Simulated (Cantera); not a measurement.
A freely propagating, adiabatic, planar premixed flame of CH₄ : C₂H₆ : O₂ : N₂ : CO₂ = 1 : 0.21 : 2.1 : 7.91 : 0.041 (molar parts), unburnt at 600 K and 0.860 bar; mixture-averaged transport, grid criteria slope 0.08 and curve 0.16, no radiation.

Computed with Cantera and GRI-Mech 3.0 (53 species, 325 reactions). Burning velocities carry a grid error of a few per cent, more on coarse grids.

Problem. Predict: laminar burning velocity; thermal thickness; peak x(HCO); peak x(CH₂).

Solution. 
```
Item                        Result
------------------------  --------
laminar burning velocity  109 cm/s
thermal thickness         0.406 mm
peak x(HCO)                6.13e-5
peak x(CH₂)               0.000106
```
